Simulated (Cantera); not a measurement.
Input: 1 mol SiCl4, 0.56 mol CH4, 44 mol H2, equilibrated at 62.0 mbar.

Method: chemical equilibrium by Gibbs-energy minimisation in Cantera with the NASA 1993 tables (ideal gas, pure condensed phases). Candidate condensed phases: C, C6H6, C7H8, C8H18, Si, SiC; 109 gas species. The tables' values for SiCl3, SiCl are old estimates; treat these amounts as uncertain. Gases not in the tables: Si2H6 and higher silanes. Equilibrium is a limit: real reactors are often held back by kinetics, nucleation or transport.

log p: log10 of the partial pressure in bar; n: condensed amount in mol.

```tsv
T (K)	log p H2	log p HCl	log p SiCl2	log p SiCl4	log p H	log p SiHCl3	n SiC(s)
1248	-1.24	-2.43	-3.56	-3.84	-6.95	?	0.560
1348	-1.24	-2.40	-3.34	-4.46	-6.26	?	0.560
1448	-1.24	-2.39	-3.28	-5.16	-5.66	?	0.560
1548	-1.24	-2.39	-3.25	-5.81	-5.13	?	0.560
1648	-1.24	-2.39	-3.25	-6.40	-4.67	?	0.560
1748	-1.24	-2.39	-3.25	-6.92	-4.26	?	0.560
1848	-1.24	-2.39	-3.25	-7.38	-3.90	?	0.560
```

What belongs in the gaps?


- 1248, log p SiHCl3: -4.09
- 1348, log p SiHCl3: -4.55
- 1448, log p SiHCl3: -5.08
- 1548, log p SiHCl3: -5.58
- 1648, log p SiHCl3: -6.03
- 1748, log p SiHCl3: -6.43
- 1848, log p SiHCl3: -6.79
